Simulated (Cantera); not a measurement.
Feed: 1 mol Si, 4.1 mol HBr, held at 600 K and 1.00 bar.

Cantera equilibrium calculation (NASA polynomials, part measured and part estimated; ideal gas, pure solids and liquids). Candidate condensed phases: Br₂, Si; 19 gas species. Equilibrium is a limit: real reactors are often held back by kinetics, nucleation or transport.

Base state: H₂ 0.645, SiBr₄ 0.322, HBr 0.0323, SiHBr₃ 8.94e-5 (mole fractions); condensed: gas only.

Q: What changes in the equilibrium state with this change: temperature from 600 K to 1125 K?

A: 
```tsv
species	before	after
H₂	0.645	0.608
SiBr₄	0.322	0.287
HBr	0.0323	0.0711
SiHBr₃	8.94e-5	0.0253
SiBr₂	<1e-9	0.00407
SiBr₃	<1e-9	0.00334
```
The tables' values for SiBr₃ are old estimates; treat these amounts as uncertain.
